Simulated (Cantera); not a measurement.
Input (Python, Cantera):

```python
import numpy as np
import cantera as ct

gas = ct.Solution("gri30.yaml", transport_model="mixture-averaged")
show = ['CH3', 'OH', 'NH3']

rows = []
print(f"{'T/K':>7s}{'rho':>11s}{'cp':>10s}{'mu':>11s}{'lambda':>11s}{'Pr':>7s}" + "".join(f"{'D_' + s:>11s}" for s in show))
for T in [400, 550, 700, 850, 1000, 1150]:
    gas.TPX = T, 1800, {'CH4': 0.17, 'H2': 0.35}
    Pr = gas.cp_mass * gas.viscosity / gas.thermal_conductivity
    D = [gas.mix_diff_coeffs_mole[gas.species_index(s)] for s in show]
    rows.append([gas.density, gas.cp_mass, gas.viscosity, gas.thermal_conductivity, Pr, *D])
    print(f"{T:7g}{gas.density:11.4e}{gas.cp_mass:10.1f}{gas.viscosity:11.4e}"
          f"{gas.thermal_conductivity:11.4e}{Pr:7.3f}" + "".join(f"{d:11.4e}" for d in D))
print("SI units: kg/m3, J/kg/K, Pa s, W/m/K, m2/s")
```

Result:

```
    T/K        rho        cp         mu     lambda     Pr      D_CH3       D_OH      D_NH3
    400 3.5730e-03    4992.1 1.4035e-05 1.3864e-01  0.505 3.9952e-03 5.7368e-03 4.1900e-03
    550 2.5986e-03    5441.4 1.7592e-05 1.8400e-01  0.520 6.9269e-03 9.8605e-03 7.5134e-03
    700 2.0417e-03    5896.2 2.0745e-05 2.2884e-01  0.535 1.0440e-02 1.4794e-02 1.1551e-02
    850 1.6814e-03    6329.3 2.3628e-05 2.7326e-01  0.547 1.4484e-02 2.0470e-02 1.6228e-02
   1000 1.4292e-03    6720.8 2.6311e-05 3.1732e-01  0.557 1.9022e-02 2.6838e-02 2.1493e-02
   1150 1.2428e-03    7081.2 2.8839e-05 3.6100e-01  0.566 2.4025e-02 3.3860e-02 2.7306e-02
SI units: kg/m3, J/kg/K, Pa s, W/m/K, m2/s
```

Cantera simulation using GRI-Mech 3.0 (53 species, 325 reactions); the numbers are that mechanism's predictions, not measurements. The composition is frozen, though it would react at the higher temperatures.
